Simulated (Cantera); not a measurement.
Feed: 1 mol CaF₂, 0.3 mol H₂O, 310 mol H₂, equilibrated at 1148 K and 17.0 Pa.

Method: chemical equilibrium by Gibbs-energy minimisation in Cantera with the NASA 1993 tables (ideal gas, pure condensed phases). Candidate condensed phases: Ca, CaF₂, CaO, Ca(OH)₂, H₂O; 29 gas species. Mutual solubility and eutectic melting of coexisting phases are not modelled. Kinetics and transport are ignored.

Base state: H₂ 0.999, HF 0.000918, H₂O 0.000507 (mole fractions); condensed: CaF₂(s) + CaO(s).

Question: What changes in the equilibrium state with this change: pressure from 17.0 Pa to 13.3 mbar?

Answer: 
| species | before | after |
|---|---|---|
| H₂ | 0.999 | 0.999 |
| H₂O | 0.000507 | 0.000898 |
| HF | 0.000918 | 0.000138 |
| CaF₂(s), mol | 0.857 | 0.979 |
| CaO(s), mol | 0.142 | 0.0214 |

Question: What changes in the equilibrium state with this change: pressure from 17.0 Pa to 0.133 bar?

Answer: 
| species | before | after |
|---|---|---|
| H₂ | 0.999 | 0.999 |
| H₂O | 0.000507 | 0.000944 |
| HF | 0.000918 | 4.47e-5 |
| CaF₂(s), mol | 0.857 | 0.993 |
| CaO(s), mol | 0.142 | 0.00694 |

Question: What changes in the equilibrium state with this change: temperature from 1148 K to 1275 K?

Answer: 
```json
[
 {"species": "H₂", "before": "0.999", "after": "0.998"},
 {"species": "HF", "before": "0.000918", "after": "0.00173"},
 {"species": "H₂O", "before": "0.000507", "after": "9.99e-5"},
 {"species": "CaF₂", "before": "5.17e-7", "after": "4.00e-5"},
 {"species": "H", "before": "5.49e-6", "after": "5.65e-5"},
 {"species": "CaF₂(s), mol", "before": "0.857", "after": "0.718"},
 {"species": "CaO(s), mol", "before": "0.142", "after": "0.269"}
]
```
